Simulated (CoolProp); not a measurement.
A single-stage vapour-compression cycle with R410A: evaporating at 213.15 K (dew point), condensing at 233.15 K (bubble point), superheat 0 K, subcooling 2 K, compressor efficiency 0.85, no pressure losses. Each further row changes one setting.

Computed with CoolProp (reference Helmholtz-energy equation of state, Lemmon 2003). It is a pseudo-pure fit of the blend.

```tsv
case	cooling COP	pressure ratio	discharge temperature (K)	refrigerating effect (kJ/kg)	volumetric capacity (kJ/m³)
as stated	8.41	2.74	257.3	255	692
evaporating temperature 218.15 K	?	2.09	250.4	?	902
condensing temperature 228.15 K	?	?	246.7	262	710
subcooling 7 K	?	2.74	257.3	262	710
superheat 10 K	8.23	2.74	?	263	676
compressor efficiency 0.75	?	2.74	262.3	255	692
```

Task: Fill in the missing entries.

Result: 
- evaporating temperature 218.15 K, cooling COP: 11.7
- evaporating temperature 218.15 K, refrigerating effect (kJ/kg): 258
- condensing temperature 228.15 K, cooling COP: 11.4
- condensing temperature 228.15 K, pressure ratio: 2.18
- subcooling 7 K, cooling COP: 8.64
- superheat 10 K, discharge temperature (K): 268.6
- compressor efficiency 0.75, cooling COP: 7.42
